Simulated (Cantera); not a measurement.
Charge: 1 mol Si, 1.2 mol HF, 7.7 mol N₂, held at 1000 Pa.

These are equilibrium values from Cantera (NASA tables, ideal gas, pure condensed phases), not measurements of a reactor. Candidate condensed phases: Si, Si₃N₄; 37 gas species. N₂ is the only nitrogen source here; it is nearly inert below about 1500 K, so the nitride shown seldom forms there in practice. The tables' values for SiF₃, SiF₂ are old estimates; treat these amounts as uncertain. The numbers say what is thermodynamically allowed, not how fast it happens.

x: gas mole fraction; n: condensed amount in mol.

```json
[
 {"T (K)": "998", "x N₂": "0.889", "x H₂": "0.0736", "x SiF₄": "0.0368", "x SiF₃": "5.60e-6", "x HF": "0.000226", "x SiHF₃": "2.51e-5", "n Si₃N₄(s)": "0.233"},
 {"T (K)": "1048", "x N₂": "0.889", "x H₂": "0.0736", "x SiF₄": "0.0368", "x SiF₃": "1.63e-5", "x HF": "0.000332", "x SiHF₃": "3.73e-5", "n Si₃N₄(s)": "0.234"},
 {"T (K)": "1098", "x N₂": "0.889", "x H₂": "0.0735", "x SiF₄": "0.0367", "x SiF₃": "4.30e-5", "x HF": "0.000470", "x SiHF₃": "5.33e-5", "n Si₃N₄(s)": "0.234"},
 {"T (K)": "1148", "x N₂": "0.889", "x H₂": "0.0734", "x SiF₄": "0.0366", "x SiF₃": "0.000104", "x HF": "0.000646", "x SiHF₃": "7.38e-5", "n Si₃N₄(s)": "0.234"},
 {"T (K)": "1198", "x N₂": "0.889", "x H₂": "0.0733", "x SiF₄": "0.0364", "x SiF₃": "0.000233", "x HF": "0.000864", "x SiHF₃": "9.93e-5", "n Si₃N₄(s)": "0.234"},
 {"T (K)": "1248", "x N₂": "0.889", "x H₂": "0.0731", "x SiF₄": "0.0361", "x SiF₃": "0.000486", "x HF": "0.00113", "x SiHF₃": "0.000130", "n Si₃N₄(s)": "0.234"},
 {"T (K)": "1298", "x N₂": "0.889", "x H₂": "0.0729", "x SiF₄": "0.0357", "x SiF₃": "0.000955", "x HF": "(withheld)", "x SiHF₃": "(withheld)", "n Si₃N₄(s)": "0.234"},
 {"T (K)": "1348", "x N₂": "0.889", "x H₂": "0.0727", "x SiF₄": "0.0349", "x SiF₃": "0.00177", "x HF": "(withheld)", "x SiHF₃": "(withheld)", "n Si₃N₄(s)": "0.233"},
 {"T (K)": "1398", "x N₂": "0.888", "x H₂": "0.0724", "x SiF₄": "0.0337", "x SiF₃": "0.00310", "x HF": "0.00219", "x SiHF₃": "0.000249", "n Si₃N₄(s)": "0.232"}
]
```

Problem. Complete the blanks.

Solution. 
- 1348, x HF: 0.00179
- 1348, x SiHF₃: 0.000206
- 1298, x HF: 0.00144
- 1298, x SiHF₃: 0.000166
